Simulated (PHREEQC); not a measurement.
## Brine: speciation

A solution holds 1.4 mol/kgw KOH and 0.05 mol/kgw Na2SO4, at 25 °C. Closed to the air; pH follows from the charge balance.

Computed with PHREEQC (Pitzer model, pitzer.dat).

No solid was allowed to form.

Problem. Predict the pH, activity of water.

Solution. pH 14.13; activity of water 0.947.

Species that the database lacks are ignored. In brines, pH and single-ion activities rest on the MacInnes convention.
